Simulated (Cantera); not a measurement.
An isothermal, constant-pressure homogeneous reactor starts with 33.3 % NH3, 66.7 % N2, at 2250 K and 1330 Pa.

Computed with Cantera and the gas-phase N/H chemistry of the illustrative SiF4/NH3 mechanism in the Surface Chemkin manual (1991). Walls and surfaces, which speed up NH3 decomposition in real reactors, are not modelled.

One state of this run: x NH3 = 0.324; x H2 = 0.00813; x N = 6.92e-7; x NH = 4.44e-5; x N2H2 = 1.01e-5; x N2H4 = 9.93e-9. x: mole fraction; the columns are a selection and need not sum to one.

Which value of t (s) does it belong to?
(A) 40.0
(B) 0.456
(C) 5.92e-5
(D) 0.00520

D, 0.00520
